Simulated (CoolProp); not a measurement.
Values from CoolProp's reference Helmholtz-energy equation of state, Lemmon 2006. It is a short technical equation, of lower accuracy than the large ones.

### Question
Give the vapour pressure (MPa), liquid density (kg/m³), vapour density (kg/m³), enthalpy of vaporisation (kJ/kg) of saturated acetone at 458.8 K.

### Answer
| T (K) | p (MPa) | liquid density (kg/m³) | vapour density (kg/m³) | enthalpy of vaporisation (kJ/kg) |
|---|---|---|---|---|
| 458.8 | 2.18 | 551 | 51.2 | 298 |
